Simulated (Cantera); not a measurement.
An adiabatic, constant-pressure homogeneous reactor starts with CH4 : CO : O2 : N2 : H2O = 1 : 0.4 : 4.78 : 18 : 1.9 (molar parts), equivalence ratio 0.46, at 1350 K and 25.7 atm.

Detailed kinetics in Cantera: GRI-Mech 3.0 (53 species, 325 reactions). The pressure lies above the range GRI-Mech 3.0 was tuned for (to about 10 atm).

Task: Predict: time of steepest temperature rise; temperature at 3.00 s; equilibrium temperature; x(CO) at 3.00 s; x(O2) at 3.00 s; x(NO2) at 3.00 s; x(N2O) at 3.00 s.

Result: 
| Item | Value |
|---|---|
| time of steepest temperature rise | 0.307 ms |
| temperature at 3.00 s | 2222 K |
| equilibrium temperature | 2222 K |
| x(CO) at 3.00 s | 0.000241 (gas-phase equilibrium 0.000241) |
| x(O2) at 3.00 s | 0.0949 (gas-phase equilibrium 0.0949) |
| x(NO2) at 3.00 s | 3.54e-5 (gas-phase equilibrium 3.54e-5) |
| x(N2O) at 3.00 s | 2.22e-6 (gas-phase equilibrium 2.22e-6) |
